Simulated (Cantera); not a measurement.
# Reactions in the system C-S-Si

Source: NASA polynomial tables (part measured, part estimated), evaluated in Cantera. Values are per mole of reaction as written; species without (g) are pure solids or liquids, kept so even where they would boil at 1 bar.

CS2(g) + 2 Si → Si2C(g) + 2 S

```csv
T (K),ΔH° (kJ),ΔS° (J/K),ΔG° (kJ),log10 K
473,426.1,49.7,402.6,-44.46
548,428.6,54.6,398.7,-38.00
623,430.4,57.8,394.4,-33.07
698,431.5,59.4,390.0,-29.19
773,432.3,60.4,385.5,-26.05
848,433.1,61.5,381.0,-23.47
923,434.2,62.7,376.3,-21.30
998,435.2,63.8,371.6,-19.45
1073,435.9,64.4,366.8,-17.85
```

2 S + Si2C(g) → CS2(g) + 2 Si(g)

| T (K) | ΔH° (kJ) | ΔS° (J/K) | ΔG° (kJ) | log10 K |
|---|---|---|---|---|
| 473 | 473.8 | 248.6 | 356.2 | -39.34 |
| 548 | 471.0 | 243.0 | 337.8 | -32.20 |
| 623 | 468.7 | 239.0 | 319.7 | -26.81 |
| 698 | 467.0 | 236.5 | 301.9 | -22.59 |
| 773 | 465.6 | 234.6 | 284.3 | -19.21 |
| 848 | 464.1 | 232.8 | 266.7 | -16.43 |
| 923 | 462.2 | 230.6 | 249.3 | -14.11 |
| 998 | 460.3 | 228.7 | 232.1 | -12.15 |
| 1073 | 458.9 | 227.2 | 215.0 | -10.47 |
